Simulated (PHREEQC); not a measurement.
## Buffer: an equilibrium model

Dissolve 0.0024 mol/kgw H3PO4 and 5.7e-05 mol/kgw Na2CO3 at 25 °C. Closed to the air; pH follows from the charge balance.

Equilibrium calculation in PHREEQC: ion-association model, phreeqc.dat.

Precipitation was switched off in this run.

Estimate the pH.

pH 2.76.

In which forms is P present?

H2PO4- 80 %, H3PO4 20 % of the P.

Species that the database lacks are ignored.
